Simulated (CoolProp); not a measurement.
Vapour-liquid equilibrium of R13 (1) + R11 (2) at 214.7 K; x and y are mole fractions of (1).

Model: multi-fluid Helmholtz-energy mixture model, Platzer 1990 and Jacobsen 1992; pair parameters Bell 2016, in CoolProp. This equation is an older, rougher fit; its heat capacities, sound speeds and derivatives of the liquid may be far off and weren't checked against measurements.

| x | bubble pressure (kPa) | y at the bubble point | dew pressure at overall composition x (kPa) | liquid density (mol/L) |
|---|---|---|---|---|
| 0.05 | 30.24 | 0.954 | 1.516 | 12.20 |
| 0.2 | 100.1 | 0.987 | 1.800 | 12.50 |
| 0.35 | 149.6 | 0.992 | 2.214 | 12.80 |
| 0.5 | 186.0 | 0.995 | 2.876 | 13.08 |
| 0.65 | 216.2 | 0.996 | 4.103 | 13.34 |
| 0.8 | 246.5 | 0.997 | 7.159 | 13.54 |
| 0.95 | 283.6 | 0.999 | 28.03 | 13.66 |

No azeotrope shows between x = 0.05 and 0.95.

Pair parameters are fitted to limited data, so mixtures are less certain than the pure fluids. With so large a gap from Raoult's law the liquid may split in two, which this calculation doesn't test in full.
